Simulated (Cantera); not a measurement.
Input: 1 mol Si, a varied amount of NF3, 60 mol H2, held at 725 °C and 11.0 mbar.

Equilibrium computed with Cantera from the NASA thermochemical tables; the gas is ideal and each condensed phase is pure. Candidate condensed phases: Si, Si3N4; 37 gas species. The numbers say what is thermodynamically allowed, not how fast it happens.

**Question.** Which condensed phases are stable at each of these points (n(NF3) (mol)): 0.53, 0.75, 1, 1.4, 2, 2.8, 3.9, 5.5, 7.7?

**Answer.** 
```csv
n(NF3) (mol),condensed phases,Si condensed (%)
0.53,Si(s) + Si3N4(s),59.0
0.75,Si3N4(s),43.9
1,Si3N4(s),25.3
1.4,gas only,0.0
2,gas only,0.0
2.8,gas only,0.0
3.9,gas only,0.0
5.5,gas only,0.0
7.7,gas only,0.0
```

At 0.53 mol NF3 the condensed part is Si(s) + Si3N4(s). From 0.75 mol NF3 to 1 mol NF3 the condensed part is Si3N4(s). From 1.4 mol NF3 to 7.7 mol NF3 nothing is condensed.
